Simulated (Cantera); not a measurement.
A closed system holds: 1 mol Si, 3.5 mol HCl, 0.27 mol H2, at 700 K and 390000 Pa.

Method: chemical equilibrium by Gibbs-energy minimisation in Cantera with the NASA 1993 tables (ideal gas, pure condensed phases). Candidate condensed phases: Si; 19 gas species. Rates play no part.

Problem. What is the equilibrium state?

Solution. 
```json
{
  "x(H2)": "0.651",
  "x(SiCl4)": "0.212",
  "x(SiHCl3)": "0.131",
  "x(SiH2Cl2)": "0.00537",
  "x(HCl)": "0.000214",
  "x(SiH3Cl)": "4.71e-5",
  "x(SiCl3)": "5.68e-6",
  "n(Si(s))": "0.0256 mol",
  "gas_amount": "2.796 mol"
}
```
